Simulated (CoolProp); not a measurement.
Properties of hexamethyldisiloxane (MM) at several states.

Values from CoolProp's reference Helmholtz-energy equation of state, Thol 2016.

```csv
T (°C),p (MPa),phase,Joule-Thomson coefficient (K/MPa),expansivity (1/kK)
260.85,0.0517,gas,7.844,1.931
220.35,0.718,gas,13.45,4.028
249.35,0.243,gas,8.811,2.248
156.65,0.962,liquid,0.05212,2.495
332.65,0.0242,gas,5.579,1.667
```
